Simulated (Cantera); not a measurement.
Charge: 1 mol SiHCl3, 0.025 mol Cl2, 7.2 mol H2, equilibrated at 1000 K and 6.30 mbar.

Cantera equilibrium calculation (NASA polynomials, part measured and part estimated; ideal gas, pure solids and liquids). Candidate condensed phases: Si; 19 gas species. The tables' values for SiCl3 are old estimates; treat these amounts as uncertain. Kinetics and transport are ignored.

Base state: H2 0.878, SiCl4 0.0682, HCl 0.0366, SiHCl3 0.0115, SiCl3 0.00270, SiCl2 0.00259, SiH2Cl2 0.000211 (mole fractions); condensed: Si(s).

**Question.** What changes in the equilibrium state with this change: H2 from 7.2 to 72 mol?

**Answer.** 
```json
[
 {"species": "H2", "before": "0.878", "after": "0.975"},
 {"species": "HCl", "before": "0.0366", "after": "0.0189"},
 {"species": "SiCl4", "before": "0.0682", "after": "0.00397"},
 {"species": "SiHCl3", "before": "0.0115", "after": "0.00144"},
 {"species": "SiCl3", "before": "0.00270", "after": "0.000320"},
 {"species": "SiCl2", "before": "0.00259", "after": "0.000624"},
 {"species": "SiH2Cl2", "before": "0.000211", "after": "5.64e-5"},
 {"species": "Si(s), mol", "before": "0.273", "after": "0.528"}
]
```
